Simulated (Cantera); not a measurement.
A Cantera script and its output.

```python
import numpy as np
import cantera as ct

gas = ct.Solution("gri30.yaml")
gas.TPX = 1023, 660, {'C2H6': 1, 'N2': 1.4}
inlet = ct.Reservoir(gas, clone=True)

reactor = ct.IdealGasConstPressureReactor(gas, energy="off", clone=False)
exhaust = ct.Reservoir(gas, clone=True)
tau = [12, 4.5, 1.8, 0.7, 0.27, 0.11, 0.042, 0.016, 0.0064, 0.0025][0]
for a, b in ((inlet, reactor), (reactor, exhaust)):
    ct.MassFlowController(a, b, mdot=lambda t: reactor.mass / tau)
net = ct.ReactorNet([reactor])
show = ['C2H6', 'C2H2', 'C2H', 'CH2', 'HCN', 'CH4', 'H2']

rows = []
print(f"{'tau/s':>10s}{'T/K':>9s}" + "".join(f"{s:>11s}" for s in show))
for tau in [12, 4.5, 1.8, 0.7, 0.27, 0.11, 0.042, 0.016, 0.0064, 0.0025]:
    net.initial_time = 0.0
    net.advance(30 * tau)
    before = gas.X
    net.advance(40 * tau)
    drift = np.max(np.abs(gas.X - before) / (gas.X + 1e-9))
    rows.append([gas.T, *gas[show].X, drift])
    print(f"{tau:10.3e}{gas.T:9.1f}" + "".join(f"{x:11.3e}" for x in gas[show].X))
```

Output:

```
     tau/s      T/K       C2H6       C2H2        C2H        CH2        HCN        CH4         H2
 1.200e+01   1023.0  1.817e-01  3.462e-03  3.881e-13  7.475e-12  1.337e-14  1.786e-02  1.529e-01
 4.500e+00   1023.0  2.890e-01  1.058e-03  1.826e-13  8.847e-12  1.065e-14  7.987e-03  8.386e-02
 1.800e+00   1023.0  3.583e-01  2.816e-04  9.291e-14  9.020e-12  9.071e-15  3.190e-03  3.853e-02
 7.000e-01   1023.0  3.944e-01  5.155e-05  3.871e-14  7.481e-12  6.938e-15  1.092e-03  1.477e-02
 2.700e-01   1023.0  4.097e-01  5.586e-06  1.035e-14  4.084e-12  3.589e-15  2.960e-04  4.624e-03
 1.100e-01   1023.0  4.150e-01  3.323e-07  1.475e-15  1.262e-12  9.610e-16  6.457e-05  1.123e-03
 4.200e-02   1023.0  4.164e-01  8.576e-09  8.637e-17  3.428e-13  1.799e-16  1.453e-05  1.754e-04
 1.600e-02   1023.0  4.166e-01  1.732e-10  1.241e-18  1.297e-13  2.407e-17  4.244e-06  2.254e-05
 6.400e-03   1023.0  4.167e-01  3.361e-12  3.691e-21  5.000e-14  7.757e-19  1.238e-06  2.685e-06
 2.500e-03   1023.0  4.167e-01  4.000e-14  4.032e-24  1.385e-14  8.135e-21  2.872e-07  2.431e-07
```

Computed with Cantera and GRI-Mech 3.0 (53 species, 325 reactions). GRI-Mech 3.0 stops at C3 and has no aromatics, soot or wall deposition, so with more carbon than oxygen in the feed, carbon stays in small species such as C2H2 where larger ones or solid carbon would form. Radical loss at walls, strong at low pressure, is not modelled.
